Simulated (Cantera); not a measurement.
Charge: 1 mol B2O3, 2.2 mol BCl3, 1.5 mol H2, 8.3 mol HF, equilibrated at 1698.15 K and 5.40 Pa.

Equilibrium computed with Cantera from the NASA thermochemical tables; the gas is ideal and each condensed phase is pure. Candidate condensed phases: B, B2O3, B3O3H3, H2O; 56 gas species. The tables' values for BF2, BOCl, BClF, BCl are old estimates; treat these amounts as uncertain. The numbers say what is thermodynamically allowed, not how fast it happens.

Base state: HCl 0.438, BOF 0.208, HF 0.140, H2 0.101, BF3 0.0664, Cl 0.0211, BF2 0.0132, H 0.00627 (mole fractions); condensed: gas only.

Problem. What changes in the equilibrium state with this change: H2 from 1.5 to 0.52 mol?

Solution. 
```json
[
 {"species": "HCl", "before": "0.438", "after": "0.460"},
 {"species": "BOF", "before": "0.208", "after": "0.224"},
 {"species": "HF", "before": "0.140", "after": "0.142"},
 {"species": "H2", "before": "0.101", "after": "0.0460"},
 {"species": "Cl", "before": "0.0211", "after": "0.0329"},
 {"species": "BF2", "before": "0.0132", "after": "0.0102"},
 {"species": "BF3", "before": "0.0664", "after": "0.0774"},
 {"species": "HBO", "before": "8.99e-5", "after": "4.33e-5"},
 {"species": "BF", "before": "0.00377", "after": "0.00194"},
 {"species": "BHF2", "before": "0.000114", "after": "5.97e-5"}
]
```
